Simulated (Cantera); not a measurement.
Hydrocarbon pyrolysis for carbon deposition

An isothermal, constant-pressure homogeneous reactor starts with C₂H₆ : N₂ = 0.12 : 30 (molar parts), at 1525 K and 1.00 bar.

Computed with Cantera and GRI-Mech 3.0 (53 species, 325 reactions). GRI-Mech 3.0 stops at C3 and has no aromatics, soot or wall deposition, so with more carbon than oxygen in the feed, carbon stays in small species such as C2H2 where larger ones or solid carbon would form.

```tsv
t (s)	x C₂H₆	x H₂	x CH₃	x C₂H	x H	x CH₄
5.00e-5	0.00373	8.27e-5	0.000285	1.21e-11	1.39e-5	1.93e-5
0.000170	0.00269	0.000956	0.000372	2.88e-9	3.11e-5	0.000162
0.000576	0.000767	0.00310	0.000195	1.33e-8	3.23e-5	0.000571
0.00196	4.10e-5	0.00498	4.51e-5	1.15e-8	1.37e-5	0.000821
0.00665	1.83e-6	0.00582	1.05e-5	3.71e-9	3.62e-6	0.000853
0.0226	3.46e-7	0.00632	4.97e-6	2.06e-9	1.84e-6	0.000853
0.0766	2.96e-7	0.00662	4.64e-6	2.11e-9	1.82e-6	0.000840
0.260	2.65e-7	0.00670	4.39e-6	2.13e-9	1.83e-6	0.000798
0.884	1.92e-7	0.00687	3.75e-6	2.15e-9	1.87e-6	0.000682
3.00	8.53e-8	0.00721	2.50e-6	2.20e-9	1.95e-6	0.000458
```
x: mole fraction; the columns are a selection and need not sum to one.

Equilibrium at this temperature and pressure: C₂H₆ 2.17e-11, H₂ 0.00789, CH₃ 3.68e-8, C₂H 1.30e-10, H 2.12e-6, CH₄ 6.77e-6 (gas phase only).
